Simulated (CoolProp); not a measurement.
Vapour-liquid equilibrium of benzene (1) + dimethyl carbonate (2) at 366.1 K; x and y are mole fractions of (1).

Model: multi-fluid Helmholtz-energy mixture model, Thol 2012 and Zhou 2011; pair parameters Bell 2016, in CoolProp.

| x | bubble pressure (MPa) | y at the bubble point | dew pressure at overall composition x (MPa) | liquid density (mol/L) |
|---|---|---|---|---|
| 0.05 | 0.1151 | 0.084 | 0.1134 | 10.73 |
| 0.125 | 0.1209 | 0.192 | 0.1173 | 10.68 |
| 0.2 | 0.1259 | 0.284 | 0.1213 | 10.62 |
| 0.275 | 0.1303 | 0.366 | 0.1254 | 10.58 |
| 0.35 | 0.1341 | 0.439 | 0.1295 | 10.53 |
| 0.425 | 0.1374 | 0.507 | 0.1334 | 10.48 |
| 0.5 | 0.1403 | 0.570 | 0.1371 | (withheld) |
| 0.575 | (withheld) | 0.632 | 0.1405 | 10.40 |
| 0.65 | 0.1447 | 0.692 | (withheld) | 10.36 |
| 0.725 | 0.1463 | 0.752 | 0.1456 | 10.33 |
| 0.8 | 0.1474 | 0.815 | 0.1472 | 10.30 |
| 0.875 | 0.1481 | 0.880 | 0.1481 | 10.27 |
| 0.95 | 0.1484 | 0.950 | 0.1484 | 10.24 |

Fill in the missing entries.


- 0.5, liquid density (mol/L): 10.44
- 0.575, bubble pressure (MPa): 0.1427
- 0.65, dew pressure at overall composition x (MPa): 0.1433

y crosses x between x = 0.875 and 0.95: the model has an azeotrope there.

Pair parameters are fitted to limited data, so mixtures are less certain than the pure fluids.
